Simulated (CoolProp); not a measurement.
Vapour-liquid equilibrium of ethanol (1) + o-xylene (2) at 127.75 °C; x and y are mole fractions of (1).

The numbers come from the multi-fluid Helmholtz-energy mixture model, Schroeder 2014 and Zhou 2012; pair parameters Bell 2016 in CoolProp.

| x | bubble pressure, mixture model (MPa) | bubble pressure, Raoult's law (MPa) | y, mixture model | y, Raoult's law |
|---|---|---|---|---|
| 0.05 | 0.1482 | 0.08755 | 0.575 | 0.307 |
| 0.125 | 0.2386 | 0.1231 | 0.744 | 0.546 |
| 0.2 | 0.2984 | 0.1586 | (withheld) | 0.678 |
| 0.275 | 0.3385 | 0.1941 | 0.830 | 0.761 |
| 0.35 | 0.3665 | 0.2297 | 0.848 | 0.819 |
| 0.425 | 0.3875 | 0.2652 | (withheld) | 0.862 |
| 0.5 | 0.4051 | 0.3007 | 0.873 | 0.894 |
| 0.575 | 0.4216 | 0.3362 | 0.884 | 0.919 |
| 0.65 | (withheld) | 0.3717 | 0.896 | 0.940 |
| 0.725 | 0.4567 | 0.4073 | 0.911 | 0.957 |
| 0.8 | 0.4765 | 0.4428 | 0.929 | 0.971 |
| 0.875 | (withheld) | 0.4783 | 0.951 | 0.983 |
| 0.95 | 0.5214 | 0.5138 | 0.978 | 0.994 |

**Question.** Fill in the missing entries.

**Answer.** 
- 0.2, y, mixture model: 0.801
- 0.425, y, mixture model: 0.861
- 0.65, bubble pressure, mixture model (MPa): 0.4385
- 0.875, bubble pressure, mixture model (MPa): 0.4982

The largest gap from Raoult's law is +93.8 % in bubble pressure, at x = 0.125. No azeotrope shows between x = 0.05 and 0.95.

The pair parameters rest on a limited set of measurements; away from them the model extrapolates. With so large a gap from Raoult's law the liquid may split in two, which this calculation doesn't test in full.
